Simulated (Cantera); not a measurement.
Input (Python, Cantera) and output of one run.

```python
import numpy as np
import cantera as ct

gas_names = """
    CL CLO CL2 H HCL HOCL HO2 H2 H2O H2O2 O OH O2 O3 Si SiCL SiCL2 SiCL3 SiCL4 SiH SiHCL3 SiH2 SiH2CL2
    SiH3 SiH3CL SiH4 SiO SiO2 Si2 Si3
""".split()
cond_names = """
    H2O(s) H2O(L) Si(cr) Si(L) SiO2(Lqz) SiO2(hqz) SiO2(L)
""".split()


# ... load() reads the species with a 1 bar reference pressure and builds the phases ...
atoms = {
    'SiH4': {'Si': 1, 'H': 4},
    'HCl': {'H': 1, 'CL': 1},
    'H2': {'H': 2},
    'H2O': {'H': 2, 'O': 1},
}
top_T = {}  # K; cautious upper limits of use, not melting points


# ... equilibrate(T, P, feed) seeds the gas with the atoms and calls Mixture.equilibrate('TP', solver="vcs", rtol=1e-11, max_steps=5000) ...
results = []
feed = {'SiH4': 1, 'HCl': 0.033, 'H2': 16, 'H2O': 0.048}  # mol
P = 1333.22  # Pa
for T in [800, 850, 900, 950, 1000, 1050, 1100, 1150, 1200, 1250, 1300, 1350, 1400]:
    mix = equilibrate(T, P, feed)
    results.append((T, P, feed, dict(zip(mix.species_names, mix.species_moles))))
    x = sorted(zip(gas.X, gas.species_names), reverse=True)
    print(f"T = {T:g} K  P = {P:g} Pa  gas = {mix.phase_moles(0):.4g} mol")
    print("   x: " + "  ".join(f"{s} {v:.3e}" for v, s in x if v > 0.001))
    print("   condensed (mol): " + ("  ".join(f"{mix.phase(i).name} {mix.phase_moles(i):.4g}"
          for i in range(1, mix.n_phases) if mix.phase_moles(i) > 1e-12) or "none"))
```

Result:

```
T = 800 K  P = 1333.22 Pa  gas = 18.08 mol
   x: H2 9.989e-01
   condensed (mol): Si(cr) 0.9706  SiO2(Lqz) 0.024
T = 850 K  P = 1333.22 Pa  gas = 18.08 mol
   x: H2 9.986e-01  HCL 1.272e-03
   condensed (mol): Si(cr) 0.973  SiO2(hqz) 0.024
T = 900 K  P = 1333.22 Pa  gas = 18.08 mol
   x: H2 9.983e-01  HCL 1.627e-03
   condensed (mol): Si(cr) 0.9749  SiO2(hqz) 0.024
T = 950 K  P = 1333.22 Pa  gas = 18.08 mol
   x: H2 9.982e-01  HCL 1.766e-03
   condensed (mol): Si(cr) 0.9756  SiO2(hqz) 0.024
T = 1000 K  P = 1333.22 Pa  gas = 18.08 mol
   x: H2 9.982e-01  HCL 1.800e-03
   condensed (mol): Si(cr) 0.9758  SiO2(hqz) 0.024
T = 1050 K  P = 1333.22 Pa  gas = 18.08 mol
   x: H2 9.982e-01  HCL 1.808e-03
   condensed (mol): Si(cr) 0.9759  SiO2(hqz) 0.024
T = 1100 K  P = 1333.22 Pa  gas = 18.08 mol
   x: H2 9.982e-01  HCL 1.810e-03
   condensed (mol): Si(cr) 0.9759  SiO2(hqz) 0.02398
T = 1150 K  P = 1333.22 Pa  gas = 18.08 mol
   x: H2 9.982e-01  HCL 1.810e-03
   condensed (mol): Si(cr) 0.9758  SiO2(hqz) 0.02392
T = 1200 K  P = 1333.22 Pa  gas = 18.08 mol
   x: H2 9.981e-01  HCL 1.809e-03
   condensed (mol): Si(cr) 0.9755  SiO2(hqz) 0.02364
T = 1250 K  P = 1333.22 Pa  gas = 18.08 mol
   x: H2 9.980e-01  HCL 1.808e-03
   condensed (mol): Si(cr) 0.9744  SiO2(hqz) 0.02255
T = 1300 K  P = 1333.22 Pa  gas = 18.09 mol
   x: H2 9.976e-01  HCL 1.806e-03
   condensed (mol): Si(cr) 0.9707  SiO2(hqz) 0.01883
T = 1350 K  P = 1333.22 Pa  gas = 18.11 mol
   x: H2 9.963e-01  SiO 1.850e-03  HCL 1.803e-03
   condensed (mol): Si(cr) 0.9591  SiO2(hqz) 0.007235
T = 1400 K  P = 1333.22 Pa  gas = 18.13 mol
   x: H2 9.955e-01  SiO 2.647e-03  HCL 1.801e-03
   condensed (mol): Si(cr) 0.9518
```

Equilibrium computed with Cantera from the NASA thermochemical tables; the gas is ideal and each condensed phase is pure. Mutual solubility and eutectic melting of coexisting phases are not modelled. The tables hold silica as quartz up to 1696 K and as liquid above; real silica turns to tridymite and cristobalite and melts near 1996 K.
